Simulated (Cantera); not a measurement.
A Cantera script and its output.

```python
import numpy as np
import cantera as ct

gas = ct.Solution("h2o2.yaml")
gas.TPX = 1125, 100000, {'H2': 1.4, 'O2': 1, 'N2': 2}
inlet = ct.Reservoir(gas, clone=True)

reactor = ct.IdealGasConstPressureReactor(gas, energy="off", clone=False)
exhaust = ct.Reservoir(gas, clone=True)
tau = [0.87, 0.48, 0.27, 0.15, 0.081, 0.045, 0.025, 0.014, 0.0076, 0.0042][0]
for a, b in ((inlet, reactor), (reactor, exhaust)):
    ct.MassFlowController(a, b, mdot=lambda t: reactor.mass / tau)
net = ct.ReactorNet([reactor])
show = ['H2', 'O2', 'H2O2', 'O', 'H', 'HO2', 'H2O']

rows = []
print(f"{'tau/s':>10s}{'T/K':>9s}" + "".join(f"{s:>11s}" for s in show))
for tau in [0.87, 0.48, 0.27, 0.15, 0.081, 0.045, 0.025, 0.014, 0.0076, 0.0042]:
    net.initial_time = 0.0
    net.advance(30 * tau)
    before = gas.X
    net.advance(40 * tau)
    drift = np.max(np.abs(gas.X - before) / (gas.X + 1e-9))
    rows.append([gas.T, *gas[show].X, drift])
    print(f"{tau:10.3e}{gas.T:9.1f}" + "".join(f"{x:11.3e}" for x in gas[show].X))
```

It prints:

```
     tau/s      T/K         H2         O2       H2O2          O          H        HO2        H2O
 8.700e-01   1125.0  2.978e-03  8.240e-02  1.444e-05  2.124e-06  1.244e-06  4.744e-05  3.748e-01
 4.800e-01   1125.0  4.337e-03  8.302e-02  2.256e-05  3.267e-06  2.170e-06  6.051e-05  3.732e-01
 2.700e-01   1125.0  6.193e-03  8.385e-02  3.313e-05  4.848e-06  3.696e-06  7.520e-05  3.709e-01
 1.500e-01   1125.0  8.758e-03  8.501e-02  4.615e-05  7.142e-06  6.334e-06  9.186e-05  3.679e-01
 8.100e-02   1125.0  1.218e-02  8.656e-02  6.002e-05  1.068e-05  1.110e-05  1.102e-04  3.638e-01
 4.500e-02   1125.0  1.592e-02  8.826e-02  6.956e-05  1.588e-05  1.896e-05  1.273e-04  3.593e-01
 2.500e-02   1125.0  1.964e-02  8.995e-02  7.121e-05  2.433e-05  3.258e-05  1.425e-04  3.549e-01
 1.400e-02   1125.0  2.288e-02  9.143e-02  6.395e-05  3.833e-05  5.614e-05  1.545e-04  3.510e-01
 7.600e-03   1125.0  2.597e-02  9.283e-02  5.086e-05  6.329e-05  1.005e-04  1.643e-04  3.472e-01
 4.200e-03   1125.0  2.931e-02  9.434e-02  3.832e-05  1.028e-04  1.774e-04  1.723e-04  3.432e-01
```

Computed with Cantera and the H2/O2 subset of GRI-Mech 3.0, which has no nitrogen chemistry. The temperature is held fixed by assumption; the heat of reaction is taken as removed at once.
